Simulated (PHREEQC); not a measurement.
Brine (model solution)

A solution holds 0.008 mol KOH and 0.085 mol NaHCO3 per kg of water, at 25 °C. Closed to the air; pH follows from the charge balance.

Computed with PHREEQC (Pitzer model, pitzer.dat).

- pH: 8.90
- ionic strength: 0.101 mol/kgw
- specific conductance: 7670 µS/cm
- density: 1.003 g/cm³
- osmotic coefficient: 0.915
- total alkalinity: 93.0 meq/kg

| species | molality | activity | log γ |
|---|---|---|---|
| Na+ | 0.0850 | 0.0674 | -0.101 |
| HCO3- | 0.0766 | 0.0663 | -0.063 |
| CO3-2 | 0.00817 | 0.00242 | -0.529 |
| K+ | 0.00800 | 0.00561 | -0.154 |
| CO2 | 0.000180 | 0.000183 | 0.007 |
| OH- | 1.05e-5 | 8.04e-6 | -0.116 |
| H+ | 1.86e-9 | 1.25e-9 | -0.171 |

This is a speciation only: nothing precipitates in the calculation. Complexes and solids missing from the database can't appear.
